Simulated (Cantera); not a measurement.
Feed: 1 mol SiCl4, 4.2 mol H2, at 648 K and 23.0 bar.

Cantera equilibrium calculation (NASA polynomials, part measured and part estimated; ideal gas, pure solids and liquids). Candidate condensed phases: Si; 19 gas species. Equilibrium is a limit: real reactors are often held back by kinetics, nucleation or transport.

Base state: H2 0.804, SiCl4 0.189, HCl 0.00345, SiHCl3 0.00344 (mole fractions); condensed: gas only.

Question: What changes in the equilibrium state with this change: SiCl4 replaced by Si?

Answer: 
| species | before | after |
|---|---|---|
| H2 | 0.804 | 1.000 |
| SiCl4 | 0.189 | 0 |
| HCl | 0.00345 | 0 |
| SiHCl3 | 0.00344 | 0 |
| Si(s), mol | 0 | 1.000 |
